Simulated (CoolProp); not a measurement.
Vapour-liquid equilibrium of R143a (1) + fluoroethane (R161) (2) at 0.888 MPa; x and y are mole fractions of (1).

Model: multi-fluid Helmholtz-energy mixture model, Lemmon and Jacobsen 2000 and Wu 2012; pair parameters Bell 2016, in CoolProp.

Task: Give the bubble temperature and the first vapour's composition at x = 0.05, 0.2, 0.5. Is there an azeotrope?

Result: x = 0.05: 295.9 K, y = 0.066; x = 0.2: 293.9 K, y = 0.248; x = 0.5: 290.3 K, y = 0.562. No azeotrope shows between x = 0.05 and 0.95.

The pair parameters rest on a limited set of measurements; away from them the model extrapolates.
